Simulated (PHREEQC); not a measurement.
Dissolve 7.1 mmol/kgw H3PO4, 0.0029 mmol/kgw Ca(OH)2 and 21 mmol/kgw (NH4)2SO4 at 25 °C. Closed to the air; pH follows from the charge balance.

Equilibrium calculation in PHREEQC: ion-association model, phreeqc.dat.

- pH: 2.57
- ionic strength: 0.0573 mol/kgw
- density: 0.999 g/cm³
- total alkalinity: -7.09 meq/kg

```csv
species,molality,activity,log γ
NH4+,0.0387,0.0306,-0.102
SO4-2,0.0155,0.00686,-0.353
H2PO4-,0.00538,0.00441,-0.086
NH4SO4-,0.00332,0.00270,-0.090
H+,0.00317,0.00269,-0.071
HSO4-,0.00220,0.00179,-0.090
H3PO4,0.00172,0.00175,0.006
```

Precipitation was switched off in this run.
